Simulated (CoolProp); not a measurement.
A single-stage vapour-compression cycle with R13: evaporating at 208.15 K (dew point), condensing at 241.15 K (bubble point), superheat 10 K, subcooling 2 K, compressor efficiency 0.9, no pressure losses. Each further row changes one setting.

The numbers come from the reference Helmholtz-energy equation of state, Platzer 1990 in CoolProp. This equation is an older, rougher fit; its heat capacities, sound speeds and derivatives of the liquid may be far off and weren't checked against measurements.

| case | cooling COP | pressure ratio | discharge temperature (K) | refrigerating effect (kJ/kg) | volumetric capacity (kJ/m³) |
|---|---|---|---|---|---|
| as stated | 4.79 | 3.50 | 268.7 | 117 | 1620 |
| evaporating temperature 213.15 K | 5.91 | 2.82 | 265.4 | 119 | 2020 |
| condensing temperature 236.15 K | 5.81 | 2.96 | 261.6 | 122 | 1680 |
| subcooling 7 K | 4.99 | 3.50 | 268.7 | 122 | 1680 |
| superheat 20 K | 4.76 | 3.50 | 279.1 | 123 | 1610 |
| compressor efficiency 0.8 | 4.26 | 3.50 | 273.1 | 117 | 1620 |
